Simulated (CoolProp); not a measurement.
The fluid at 293.15 K and 0.465 MPa (stagnation) flows isentropically through a choked orifice. The same conditions are run with several fluids, on thermodynamics alone (safety and materials aside).

The numbers come from the reference Helmholtz-energy equation of state of each fluid (R404A: Lemmon 2003; R143a: Lemmon and Jacobsen 2000; C2F6 (R116): Lemmon 2006; CH2F2 (R32): Tillner-Roth 1997; propylene: Lemmon 2013) in CoolProp. Blends and air are pseudo-pure fits.

Task: Rank R404A, R143a, C2F6 (R116), CH2F2 (R32), propylene by throat to inlet pressure ratio, highest first.

Result: C2F6 (R116) (0.592), R404A (0.589), R143a (0.586), propylene (0.578), CH2F2 (R32) (0.555)

```json
[
 {"fluid": "R404A", "mass flux (kg/(m² s))": "1910", "throat temperature (K)": "276.1"},
 {"fluid": "R143a", "mass flux (kg/(m² s))": "1780", "throat temperature (K)": "274.7"},
 {"fluid": "C2F6 (R116)", "mass flux (kg/(m² s))": "2230", "throat temperature (K)": "280.2"},
 {"fluid": "CH2F2 (R32)", "mass flux (kg/(m² s))": "1450", "throat temperature (K)": "260.0"},
 {"fluid": "propylene", "mass flux (kg/(m² s))": "1270", "throat temperature (K)": "270.8"}
]
```
